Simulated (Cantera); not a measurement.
Feed: 1 mol C2H6, 0.37 mol CO2, equilibrated at 1.33 mbar.

These are equilibrium values from Cantera (NASA tables, ideal gas, pure condensed phases), not measurements of a reactor. Candidate condensed phases: C, C6H6, C7H8, C8H18, H2O; 110 gas species. Kinetics and transport are ignored. All values below are at 2675 °C.

Base state: H 0.759, CO 0.105, C3 0.0612, H2 0.0427, C 0.0177, C2 0.00797, C2H 0.00385, C2H2 (acetylene) 0.00136 (mole fractions); condensed: gas only.

Question: What changes in the equilibrium state with this change: C2H6 replaced by C2H4?

Answer: 
```json
[
 {"species": "H", "before": "0.759", "after": "0.697"},
 {"species": "CO", "before": "0.105", "after": "0.144"},
 {"species": "C3", "before": "0.0612", "after": "0.0862"},
 {"species": "C2", "before": "0.00797", "after": "0.0100"},
 {"species": "H2", "before": "0.0427", "after": "0.0360"},
 {"species": "C", "before": "0.0177", "after": "0.0199"},
 {"species": "C5", "before": "0.000569", "after": "0.00101"},
 {"species": "C4", "before": "0.000137", "after": "0.000217"},
 {"species": "C4H2", "before": "1.80e-5", "after": "2.39e-5"}
]
```
